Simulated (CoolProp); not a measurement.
Computed with CoolProp (reference Helmholtz-energy equation of state, Thol 2016).

### Question
Give the vapour pressure (kPa), liquid density (kg/m³), surface tension (mN/m) of saturated hexamethyldisiloxane (MM) at 411.7 K.

### Answer
```
T (K)  p (kPa)  liquid density (kg/m³)  surface tension (mN/m)
-----  -------  ----------------------  ----------------------
411.7      271                     626                    6.15
```

Surface tension comes from a separate correlation (Mulero 2014), older than this fluid's equation and unchecked against measurements.
